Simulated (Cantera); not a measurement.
A Cantera script and what it prints.

```python
import numpy as np
import cantera as ct

gas_names = [...]  # 114 gases of nasa_gas.yaml made of C, Fe, H, O
cond_names = """
    C(gr) C6H6(L) C7H8(L) C8H18(L),n-octa Fe(a) Fe(c) Fe(d) Fe(L) FeC5O5(L) FeO(s) FeO(L) Fe(OH)2(s)
    Fe(OH)3(s) Fe2O3(s) Fe3O4(s) H2O(s) H2O(L)
""".split()


# ... load() reads the species with a 1 bar reference pressure and builds the phases ...
atoms = {
    'Fe3O4': {'Fe': 3, 'O': 4},
    'CH4': {'C': 1, 'H': 4},
    'CO': {'C': 1, 'O': 1},
}
top_T = {'C(gr)': 4500, 'Fe2O3(s)': 1830, 'Fe3O4(s)': 1870}  # K; cautious upper limits of use, not melting points


# ... equilibrate(T, P, feed) seeds the gas with the atoms and calls Mixture.equilibrate('TP', solver="vcs", rtol=1e-11, max_steps=5000) ...
results = []
feed = {'Fe3O4': 1, 'CH4': 3.2, 'CO': 1.5}  # mol
P = 3900  # Pa
for T in [975, 1025, 1075, 1125, 1175, 1225, 1275, 1325]:
    mix = equilibrate(T, P, feed)
    results.append((T, P, feed, dict(zip(mix.species_names, mix.species_moles))))

top = {s: max(r[3][s] / sum(r[3][g] for g in gas_names) for r in results) for s in gas_names}
cols = sorted((s for s in top if top[s] > 1e-05), key=lambda s: -top[s])[:8]
seen = [c for c in cond_names if any(r[3].get(c, 0) > 1e-12 for r in results)]
print("log10 of partial pressures in bar; condensed amounts in mol")
print(f"{'T/K':>10s}" + "".join(f"{s[:9]:>10s}" for s in cols + seen))
for T, P, feed, n in results:
    ng = sum(n[g] for g in gas_names)
    print(f"{T:10.4g}" + "".join(f"{np.log10(max(n[s] / ng * P / 1e5, 1e-99)):10.3f}" for s in cols)
          + "".join(f"{n.get(c, 0):10.4g}" for c in seen))
```

Result:

```
log10 of partial pressures in bar; condensed amounts in mol
       T/K        H2        CO       H2O       CO2       CH4     Fe(a)     Fe(c)
       975    -1.675    -1.824    -2.879    -2.824    -5.090         3         0
      1025    -1.677    -1.819    -2.837    -2.867    -5.724         3         0
      1075    -1.680    -1.816    -2.803    -2.908    -6.296         3         0
      1125    -1.682    -1.813    -2.774    -2.947    -6.816         3         0
      1175    -1.684    -1.810    -2.751    -2.985    -7.289         3         0
      1225    -1.686    -1.808    -2.731    -3.020    -7.721         0         3
      1275    -1.687    -1.806    -2.715    -3.055    -8.119         0         3
      1325    -1.688    -1.804    -2.701    -3.087    -8.485         0         3
```

Method: chemical equilibrium by Gibbs-energy minimisation in Cantera with the NASA 1993 tables (ideal gas, pure condensed phases).
